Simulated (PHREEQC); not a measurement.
Consider water at 25 °C with 0.0029 mol/kgw HBr, 0.093 mol/kgw CaCl2 and 0.06 mol/kgw KCl. Closed to the air; pH follows from the charge balance.

The numbers come from PHREEQC with the ion-association model, wateq4f.dat.

Each row changes one thing in this solution. This is a speciation only: nothing precipitates in the calculation.

```tsv
case	pH	SI of Portlandite (Ca(OH)2)
as made	2.65	-19.10
KCl from 0.06 to 0.054 mol/kgw	2.65	-19.09
HBr from 0.0029 to 0.00029 mol/kgw	3.65	-17.10
KCl from 0.06 to 0.006 mol/kgw	2.64	-19.08
diluted 2-fold with water	2.93	-18.74
```
